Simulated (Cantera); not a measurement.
Input: 1 mol acetone, 0.028 mol O2, 28 mol H2, equilibrated at 2925 K and 29000 Pa.

Method: chemical equilibrium by Gibbs-energy minimisation in Cantera with the NASA 1993 tables (ideal gas, pure condensed phases). Candidate condensed phases: C, C6H6, C7H8, C8H18, H2O; 110 gas species. The feed counts by its element totals alone. Rates play no part.

**Question.** What is the equilibrium state?

**Answer.** 
```
Quantity                                    Value
--------------------------------------  ---------
x(H2)                                       0.744
x(H)                                        0.200
x(CO)                                      0.0296
x(C2H2 (acetylene))                        0.0249
x(C2H)                                    0.00103
x(C4H2)                                  0.000348
x(C3)                                    0.000262
x(C)                                      6.90e-5
x(C2H2 (vinylidene))                      6.58e-5
gas amount                              35.65 mol
log10 activity of C(graphite) (absent)      -0.09
```
